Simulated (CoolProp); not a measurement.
Saturation properties of R1234yf (Tc = 94.7 °C, pc = 3.384 MPa, ω = 0.276).

Values from CoolProp's reference Helmholtz-energy equation of state, Lemmon 2022.

| T (°C) | p (MPa) | enthalpy of vaporisation (kJ/kg) | surface tension (mN/m) | vapour viscosity (µPa s) | liquid conductivity (mW/(m K)) |
|---|---|---|---|---|---|
| -48.85 | 0.03960 | 190.8 | 16.9 | 9.25 | 88.6 |
| -39.65 | 0.06327 | 186.2 | 15.4 | 9.64 | 85.2 |
| -30.45 | 0.09698 | 181.4 | 14.0 | 10.0 | 81.9 |
| -21.35 | 0.1428 | 176.4 | 12.6 | 10.4 | 78.7 |
| -12.15 | 0.2047 | 171.0 | 11.2 | 10.8 | 75.5 |
| -3.05 | 0.2845 | 165.4 | 9.89 | 11.2 | 72.5 |
| 6.15 | 0.3872 | 159.4 | 8.62 | 11.6 | 69.4 |
| 15.25 | 0.5142 | 153.0 | 7.41 | 12.1 | 66.6 |

It boils at -29.5 °C under 1 atm.

Viscosity comes from a separate model (Bell 2016), an estimate that may be off by 10 % or more. Thermal conductivity comes from a separate model (Perkins 2011). Surface tension comes from a separate correlation (Mulero 2012).
